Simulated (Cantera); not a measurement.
Charge: 1 mol Si, 1.6 mol Br2, 2 mol H2, equilibrated at 0.458 Torr.

Method: chemical equilibrium by Gibbs-energy minimisation in Cantera with the NASA 1993 tables (ideal gas, pure condensed phases). Candidate condensed phases: Br2, Si; 19 gas species. Rates play no part.

Task: What share of the Si ends up in condensed phases as a function of T (°C), at 352, 402, 452, 502, 552, 602, 652, 702?

Result: 
```json
[
 {"T (°C)": "352", "Si condensed (%)": "19.9", "as": "Si(s)"},
 {"T (°C)": "402", "Si condensed (%)": "20.0", "as": "Si(s)"},
 {"T (°C)": "452", "Si condensed (%)": "20.3", "as": "Si(s)"},
 {"T (°C)": "502", "Si condensed (%)": "20.8", "as": "Si(s)"},
 {"T (°C)": "552", "Si condensed (%)": "21.6", "as": "Si(s)"},
 {"T (°C)": "602", "Si condensed (%)": "22.8", "as": "Si(s)"},
 {"T (°C)": "652", "Si condensed (%)": "24.0", "as": "Si(s)"},
 {"T (°C)": "702", "Si condensed (%)": "24.7", "as": "Si(s)"}
]
```
